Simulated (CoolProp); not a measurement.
Vapour-liquid equilibrium of hydrogen sulfide (1) + n-butane (2) at -50.35 °C; x and y are mole fractions of (1).

Values from CoolProp's multi-fluid Helmholtz-energy mixture model, Lemmon 2006 and Bücker 2006; pair parameters Kunz 2012.

Problem. Give the bubble pressure and the first vapour's composition at x = 0.05, 0.65, 0.75. Is there an azeotrope?

Solution. x = 0.05: 0.03484 MPa, y = 0.743; x = 0.65: 0.1385 MPa, y = 0.956; x = 0.75: 0.1437 MPa, y = 0.961. No azeotrope shows between x = 0.05 and 0.95.

Pair parameters are fitted to limited data, so mixtures are less certain than the pure fluids. With so large a gap from Raoult's law the liquid may split in two, which this calculation doesn't test in full.
